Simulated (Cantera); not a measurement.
Feed: 1 mol Ti, 0.094 mol C₃H₈, 180 mol H₂, equilibrated at 1250 °C and 37.0 Pa.

Cantera equilibrium calculation (NASA polynomials, part measured and part estimated; ideal gas, pure solids and liquids). Candidate condensed phases: C, C₆H₆, C₇H₈, C₈H₁₈, Ti, TiC; 77 gas species. Mutual solubility and eutectic melting of coexisting phases are not modelled. TiC: taken at fixed stoichiometry. Condensed phases not in the tables: N, O or C dissolved in the metal. Rates play no part.

Base state: H₂ 0.999, H 0.00120 (mole fractions); condensed: Ti(β) + TiC(s).

### Question
What changes in the equilibrium state with this change: temperature from 1250 °C to 1427 °C?

### Answer
```
species       before     after
-----------  -------  --------
H₂             0.999     0.992
H            0.00120   0.00763
Ti           5.08e-6  0.000220
Ti(β), mol     0.717     0.678
TiC(s), mol    0.282     0.282
```
